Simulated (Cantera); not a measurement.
**Low-pressure radical oxidation in H2/O2**

An isothermal, constant-pressure homogeneous reactor starts with 3.57 % H₂, 96.4 % O₂, at 1000 K and 580 Pa.

Detailed kinetics in Cantera: the H2/O2 subset of GRI-Mech 3.0, which has no nitrogen chemistry. Radical loss at walls, strong at low pressure, is not modelled. The temperature is held fixed by assumption; the heat of reaction is taken as removed at once.

| t (s) | x H₂ | x O₂ | x H | x OH | x H₂O | x H₂O₂ |
|---|---|---|---|---|---|---|
| 2.00e-6 | 0.0357 | 0.964 | <1e-12 | <1e-12 | <1e-12 | <1e-12 |
| 1.14e-5 | 0.0357 | 0.964 | 1.62e-12 | <1e-12 | <1e-12 | <1e-12 |
| 6.45e-5 | 0.0357 | 0.964 | 8.51e-12 | <1e-12 | <1e-12 | <1e-12 |
| 0.000367 | 0.0357 | 0.964 | 3.81e-11 | 1.81e-11 | 8.13e-12 | <1e-12 |
| 0.00208 | 0.0357 | 0.964 | 4.00e-10 | 3.81e-10 | 8.38e-10 | <1e-12 |
| 0.0118 | 0.0356 | 0.964 | 1.30e-5 | 1.31e-5 | 4.02e-5 | 4.17e-11 |
| 0.0672 | 0.000369 | 0.948 | 0.00372 | 0.00100 | 0.0332 | 2.59e-8 |
| 0.382 | 5.46e-5 | 0.961 | 0.000207 | 0.000376 | 0.0359 | 2.70e-8 |
| 2.17 | 2.14e-6 | 0.964 | 1.74e-6 | 7.63e-5 | 0.0363 | 1.52e-8 |
| 12.3 | 9.91e-8 | 0.964 | 1.93e-8 | 1.71e-5 | 0.0363 | 3.97e-9 |
| 70.0 | 8.44e-9 | 0.964 | 5.16e-10 | 5.11e-6 | 0.0363 | 7.88e-10 |
x: mole fraction; the columns are a selection and need not sum to one.

Equilibrium at this temperature and pressure: H₂ 4.27e-11, O₂ 0.964, H <1e-12, OH 3.69e-7, H₂O 0.0363, H₂O₂ 7.65e-12 (gas phase only).
